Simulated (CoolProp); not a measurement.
Oxygen along the isotherm 257.5 K: fugacity coefficient from the reference equation and from simpler models built on Tc = 154.6 K, pc = 50.46 bar, ω = 0.022; each cubic takes its own stable root.

The numbers come from the reference Helmholtz-energy equation of state, Schmidt 1985 in CoolProp.

```csv
p (bar),phase,reference
56.1,supercritical,0.9357
112,supercritical,0.8812
168,supercritical,0.8380
224,supercritical,0.8069
280,supercritical,0.7871
336,supercritical,0.7769
392,supercritical,0.7746
449,supercritical,0.7789
505,supercritical,0.7887
```

**Question.** How far does each simpler model (van der Waals, Redlich-Kwong, Soave-Redlich-Kwong, Peng-Robinson) lie from the reference over these 9 states: mean and median of the absolute difference, and the worst?

**Answer.** 
- van der Waals: mean 5.1 %, median 5.7 %, worst -6.9 % at 257.5 K and 280 bar
- Redlich-Kwong: mean 0.7 %, median 0.7 %, worst -0.9 % at 257.5 K and 168 bar
- Soave-Redlich-Kwong: mean 3.2 %, median 3.5 %, worst +5.2 % at 257.5 K and 505 bar
- Peng-Robinson: mean 4.9 %, median 4.9 %, worst -7.4 % at 257.5 K and 505 bar
